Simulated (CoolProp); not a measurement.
Model: reference Helmholtz-energy equation of state, Thol 2018, in CoolProp.

Problem. Give the vapour pressure (kPa), liquid density (kg/m³), vapour density (kg/m³), enthalpy of vaporisation (kJ/kg) of saturated hydrogen chloride at 191.9 K.

Solution. 
```csv
T (K),p (kPa),liquid density (kg/m³),vapour density (kg/m³),enthalpy of vaporisation (kJ/kg)
191.9,125,1180,2.95,440
```
